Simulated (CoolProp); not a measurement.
Vapour-liquid equilibrium of m-xylene (1) + o-xylene (2) at 1590 kPa; x and y are mole fractions of (1).

The numbers come from the multi-fluid Helmholtz-energy mixture model, Zhou 2012 and Zhou 2012; pair parameters Bell 2016 in CoolProp.

### Question
Give the bubble temperature and the first vapour's composition at x = 0.575, 0.8, 0.875. Is there an azeotrope?

### Answer
x = 0.575: 285.2 °C, y = 0.592; x = 0.8: 283.4 °C, y = 0.811; x = 0.875: 282.9 °C, y = 0.882. No azeotrope shows between x = 0.05 and 0.95.

Pair parameters are fitted to limited data, so mixtures are less certain than the pure fluids.
